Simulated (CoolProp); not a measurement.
Properties of methane along the isobar 1.01 bar.

Computed with CoolProp (reference Helmholtz-energy equation of state, Setzmann 1991).

```csv
T (°C),phase,cp (kJ/(kg K)),cv (kJ/(kg K)),expansivity (1/kK),conductivity (mW/(m K)),fugacity coefficient
-111.05,gas,2.110,1.568,6.384,17.3,0.9883
-89.55,gas,2.104,1.569,5.579,19.9,0.9918
-68.05,gas,2.108,1.577,4.963,22.4,0.9941
-46.55,gas,2.120,1.593,4.473,24.9,0.9957
-25.05,gas,2.143,1.617,4.073,27.6,0.9967
-3.55,gas,2.175,1.650,3.741,30.3,0.9975
17.95,gas,2.216,1.693,3.459,33.2,0.9981
39.35,gas,2.266,1.743,3.218,36.2,0.9985
60.85,gas,2.323,1.801,3.008,39.3,0.9989
82.35,gas,2.387,1.866,2.824,42.7,0.9991
103.85,gas,2.456,1.935,2.661,46.1,0.9994
125.35,gas,2.529,2.008,2.516,49.7,0.9995
```

Thermal conductivity comes from a separate model (Friend 1989).
